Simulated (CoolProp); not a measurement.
Vapour-liquid equilibrium of propane (1) + n-pentane (2) at 0.00589 MPa; x and y are mole fractions of (1).

The numbers come from the multi-fluid Helmholtz-energy mixture model, Lemmon 2009 and Thol 2019; pair parameters Kunz 2012 in CoolProp.

```
x     bubble temperature (K)  y at the bubble point  dew temperature at overall composition x (K)  liquid density (mol/L)
----  ----------------------  ---------------------  --------------------------------------------  ----------------------
0.05              (withheld)                  0.808                                         244.7                   9.708
0.2               (withheld)             (withheld)                                         241.9                   10.37
0.35                   193.7             (withheld)                                         238.6                   10.98
0.5                    189.7                  0.993                                         234.6                   11.67
0.65                   186.9             (withheld)                                         229.4                   12.45
0.8               (withheld)                  0.998                                         221.8              (withheld)
0.95                   182.6                  1.000                                         205.8                   14.12
```

**Question.** What belongs in the gaps?

**Answer.** 
- 0.05, bubble temperature (K): 221.3
- 0.2, bubble temperature (K): 200.6
- 0.2, y at the bubble point: 0.971
- 0.35, y at the bubble point: 0.987
- 0.65, y at the bubble point: 0.996
- 0.8, bubble temperature (K): 184.6
- 0.8, liquid density (mol/L): 13.28

No azeotrope shows between x = 0.05 and 0.95.

The pair parameters rest on a limited set of measurements; away from them the model extrapolates.
